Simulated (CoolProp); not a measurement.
Properties of n-heptane along the isobar 5.79 bar (Tc = 268.1 °C, pc = 27.74 bar, ω = 0.349).

Computed with CoolProp (reference Helmholtz-energy equation of state, Span 2003). It is a short technical equation, of lower accuracy than the large ones.

```csv
T (°C),phase,cv (kJ/(kg K)),speed of sound (m/s),conductivity (mW/(m K))
222.95,gas,2.457,184.7,35.1
235.95,gas,2.502,189.3,36.5
248.95,gas,…,193.6,38.0
261.95,gas,2.590,197.7,39.5
274.95,gas,2.634,201.6,41.0
287.85,gas,2.676,205.3,42.6
300.85,gas,…,208.8,…
313.85,gas,2.760,…,45.7
326.85,gas,2.801,215.5,47.3
```

Problem. Fill in the missing entries.

Solution. 
- 248.95, cv (kJ/(kg K)): 2.546
- 300.85, cv (kJ/(kg K)): 2.719
- 300.85, conductivity (mW/(m K)): 44.1
- 313.85, speed of sound (m/s): 212.2

Thermal conductivity comes from a separate model (Assael 2013).
